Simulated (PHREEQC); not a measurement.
A solution holds 0.0026 mol/kgw KOH and 7.6e-06 mol/kgw CO2, at 20 °C. Closed to the air; pH follows from the charge balance.

All values are PHREEQC results (ion-association model, wateq4f.dat), not measurements.

```json
{
  "pH": "11.56",
  "ionic_strength": "0.00261 mol/kgw",
  "total_alkalinity": "2.60 meq/kg"
}
```

```csv
species,molality,activity,log γ
K+,0.00260,0.00246,-0.024
OH-,0.00259,0.00244,-0.024
CO3-2,7.20e-6,5.79e-6,-0.095
HCO3-,4.03e-7,3.82e-7,-0.024
```

This is a speciation only: nothing precipitates in the calculation.
